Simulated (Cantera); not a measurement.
Input: 1 mol Si, 2.9 mol HCl, held at 598 K and 15.0 mbar.

Cantera equilibrium calculation (NASA polynomials, part measured and part estimated; ideal gas, pure solids and liquids). Rates play no part.

| species | before | after |
|---|---|---|
| H₂ | 0.651 | 0.628 |
| SiCl₄ | 0.303 | 0.258 |
| SiHCl₃ | 0.0452 | 0.112 |
| SiH₃Cl | 4.87e-7 | 1.03e-5 |
| SiH₂Cl₂ | 0.000336 | 0.00244 |
| HCl | 0.000114 | 3.77e-5 |
| Si(s), mol | 0.250 | 0.213 |
Gas species are given as mole fractions.

**Question.** What was changed between the two runs?
A. pressure from 15.0 mbar to 1.00 bar
B. HCl from 2.9 to 10 mol
C. pressure from 15.0 mbar to 1.33 mbar
D. temperature from 598 K to 1050 K

**Answer.** A, pressure from 15.0 mbar to 1.00 bar
